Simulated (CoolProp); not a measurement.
100 sccm (0 °C, 1 atm) of nitrogen bubbles through liquid hexamethyldisiloxane (MM) at 335 K and leaves saturated at a total pressure of 0.15 MPa (ideal gas phase). Each further row changes one setting.

Values from CoolProp's reference Helmholtz-energy equation of state, Thol 2016.

| case | vapour pressure (kPa) | mole fraction of vapour | delivery (mg/min) | delivery (sccm) | change of delivery for a bath 1 K warmer (%) |
|---|---|---|---|---|---|
| as stated | 28.1 | 0.187 | ? | 23.0 | 4.8 |
| bath temperature 340 K | 33.8 | 0.226 | 211 | 29.1 | 4.8 |
| total pressure 0.3 MPa | 28.1 | 0.0937 | ? | ? | 4.3 |

### Question
Some entries are withheld; supply them.

### Answer

- as stated, delivery (mg/min): 167
- total pressure 0.3 MPa, delivery (mg/min): 74.9
- total pressure 0.3 MPa, delivery (sccm): 10.3
